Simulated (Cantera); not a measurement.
An isothermal, constant-pressure homogeneous reactor starts with 0.931 % CH₄, 93.1 % H₂, 5.96 % H, at 1398 K and 0.0109 atm.

Computed with Cantera and GRI-Mech 3.0 (53 species, 325 reactions). GRI-Mech 3.0 stops at C3 and has no aromatics, soot or wall deposition, so with more carbon than oxygen in the feed, carbon stays in small species such as C2H2 where larger ones or solid carbon would form. Radical loss at walls, strong at low pressure, is not modelled.

x: mole fraction; the columns are a selection and need not sum to one.

| t (s) | x CH₄ | x H₂ | x H | x C₂H | x C₂H₄ | x CH₂ |
|---|---|---|---|---|---|---|
| 5.00e-5 | 0.00648 | 0.934 | 0.0565 | 4.91e-10 | 2.25e-6 | 4.55e-6 |
| 0.000121 | 0.00508 | 0.936 | 0.0544 | 4.21e-9 | 1.14e-5 | 7.78e-6 |
| 0.000294 | 0.00441 | 0.939 | 0.0517 | 1.68e-8 | 2.94e-5 | 8.76e-6 |
| 0.000713 | 0.00401 | 0.944 | 0.0471 | 4.04e-8 | 3.55e-5 | 8.16e-6 |
| 0.00173 | 0.00338 | 0.953 | 0.0397 | 6.71e-8 | 2.81e-5 | 7.12e-6 |
| 0.00419 | 0.00257 | 0.963 | 0.0305 | 7.98e-8 | 1.99e-5 | 5.81e-6 |
| 0.0102 | 0.00182 | 0.972 | 0.0218 | 7.26e-8 | 1.45e-5 | 4.29e-6 |
| 0.0246 | 0.00136 | 0.980 | 0.0146 | 5.45e-8 | 1.27e-5 | 2.53e-6 |
| 0.0597 | 0.00119 | 0.986 | [?] | [?] | [?] | [?] |
| 0.145 | 0.00118 | 0.990 | 0.00450 | 1.77e-8 | 1.93e-5 | 3.16e-7 |
| 0.351 | 0.00120 | 0.993 | [?] | [?] | [?] | [?] |
| 0.851 | 0.00123 | 0.994 | 0.000761 | 3.00e-9 | 3.22e-5 | 1.02e-8 |
| 2.06 | 0.00124 | 0.994 | 0.000298 | 1.17e-9 | 3.54e-5 | 1.59e-9 |
| 5.00 | 0.00124 | 0.994 | 0.000123 | 4.85e-10 | 3.69e-5 | 2.75e-10 |

**Question.** Complete the blanks.

**Answer.** 
- 0.0597, x H: 0.00882
- 0.0597, x C₂H: 3.44e-8
- 0.0597, x C₂H₄: 1.43e-5
- 0.0597, x CH₂: 1.08e-6
- 0.351, x H: 0.00193
- 0.351, x C₂H: 7.62e-9
- 0.351, x C₂H₄: 2.63e-5
- 0.351, x CH₂: 6.30e-8
